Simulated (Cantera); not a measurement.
Charge: 1 mol B₂H₆, 1.2 mol NH₃, 1.4 mol H₂, at 0.495 Torr.

Method: chemical equilibrium by Gibbs-energy minimisation in Cantera with the NASA 1993 tables (ideal gas, pure condensed phases). Candidate condensed phases: B, BN; 15 gas species. The feed counts by its element totals alone. Mutual solubility and eutectic melting of coexisting phases are not modelled. The tables' values for BH₂ are old estimates; treat these amounts as uncertain. The numbers say what is thermodynamically allowed, not how fast it happens.

x: gas mole fraction; n: condensed amount in mol.

```
T (K)   x H₂      x H      x N₂       x B     x BH₂  n B(s)  n BN(s)
-----  -----  -------  --------  --------  --------  ------  -------
1673   0.995  0.00442  0.000516   2.97e-7   4.88e-5   0.806     1.19
1723   0.991  0.00707   0.00146   9.46e-7   7.27e-5   0.818     1.18
1773   0.985      [?]       [?]       [?]  0.000105   0.848     1.15
1823   0.973   0.0166   0.00980   7.94e-6  0.000149   0.923     1.08
1873   0.952   0.0245    0.0235   2.11e-5  0.000204    1.10    0.897
1923   0.911   0.0350    0.0539   5.32e-5  0.000269    1.52    0.480
1973   0.865   0.0488    0.0861  0.000128  0.000346    2.00        0
2023   0.846   0.0680    0.0852  0.000295  0.000451    1.99        0
2073   0.822   0.0928    0.0841  0.000652  0.000576    1.99        0
2123   0.791      [?]    0.0826       [?]  0.000719    1.98        0
2173   0.752    0.163    0.0808   0.00285  0.000877    1.97        0
2223   0.705    0.209    0.0785   0.00566   0.00104    1.95        0
2273   0.649    0.263    0.0756    0.0109   0.00120    1.90        0
2323   0.582    0.323    0.0721    0.0204   0.00134    1.82        0
```

Question: What belongs in the gaps?

Answer: 
- 1773, x H: 0.0110
- 1773, x N₂: 0.00389
- 1773, x B: 2.82e-6
- 2123, x H: 0.124
- 2123, x B: 0.00139
